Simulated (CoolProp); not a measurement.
Vapour-liquid equilibrium of propane (1) + R134a (2) at 3.9 bar; x and y are mole fractions of (1).

Computed with CoolProp (multi-fluid Helmholtz-energy mixture model, Lemmon 2009 and Tillner-Roth 1994; pair parameters Bell 2016).

```
x     bubble temperature, mixture model (°C)  bubble temperature, Raoult's law (°C)  y, mixture model  y, Raoult's law
----  --------------------------------------  -------------------------------------  ----------------  ---------------
0.05                                     1.0                                    7.4             0.238            0.076
0.15                                    -7.0                                    5.8             0.466            0.217
0.25                                   -10.4                                    4.2             0.554            0.345
0.35                                   -11.8                                    2.7             0.594            0.462
0.45                                   -12.4                                    1.2             0.616            0.568
0.55                                   -12.7                                   -0.2             0.634            0.665
0.65                                   -12.8                                   -1.6             0.655            0.752
0.75                                   -12.6                                   -3.0             0.688            0.832
0.85                                   -11.8                                   -4.3             0.750            0.904
0.95                                    -9.1                                   -5.6             0.880            0.970
```

The largest gap from Raoult's law is -14.6 K in bubble temperature, at x = 0.25. y crosses x between x = 0.65 and 0.75: the model has an azeotrope there.

The pair parameters rest on a limited set of measurements; away from them the model extrapolates. With so large a gap from Raoult's law the liquid may split in two, which this calculation doesn't test in full.
